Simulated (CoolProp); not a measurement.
Acetone at several states: fugacity coefficient from the reference equation and from simpler models built on Tc = 235.0 °C, pc = 46.92 bar, ω = 0.307; each cubic takes its own stable root.

Values from CoolProp's reference Helmholtz-energy equation of state, Lemmon 2006. It is a short technical equation, of lower accuracy than the large ones.

| T (°C) | p (bar) | phase | reference | van der Waals | Redlich-Kwong | Soave-Redlich-Kwong |
|---|---|---|---|---|---|---|
| -17.85 | 0.621 | liquid | 0.05351 | 0.9812 | 0.1820 | 0.04897 |
| 3.15 | 0.212 | liquid | 0.5104 | 0.9946 | 0.9919 | 0.4817 |
| -33.45 | 0.172 | liquid | 0.06813 | 0.9940 | 0.2644 | 0.06075 |
| 220.95 | 172 | liquid | 0.2104 | 0.3131 | 0.2594 | 0.2519 |
| 70.55 | 16.3 | liquid | 0.09703 | 0.4432 | 0.1839 | 0.09986 |

At some of these states van der Waals, Redlich-Kwong gives the other phase, because its saturation line lies elsewhere.
